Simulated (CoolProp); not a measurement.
Vapour-liquid equilibrium of R13 (1) + isobutane (2) at -25.65 °C; x and y are mole fractions of (1).

Values from CoolProp's multi-fluid Helmholtz-energy mixture model, Platzer 1990 and Bücker 2006; pair parameters Bell 2016. This equation is an older, rougher fit; its heat capacities, sound speeds and derivatives of the liquid may be far off and weren't checked against measurements.

### Question
Give the bubble pressure and the first vapour's composition at x = 0.05, 0.8, 0.95. Is there an azeotrope?

### Answer
x = 0.05: 0.1305 MPa, y = 0.573; x = 0.8: 0.7876 MPa, y = 0.968; x = 0.95: 0.9147 MPa, y = 0.991. No azeotrope shows between x = 0.05 and 0.95.

The pair parameters rest on a limited set of measurements; away from them the model extrapolates. The gap from Raoult's law changes sign with composition, which may be real or a fault of the pair parameters; it wasn't checked against measurements.
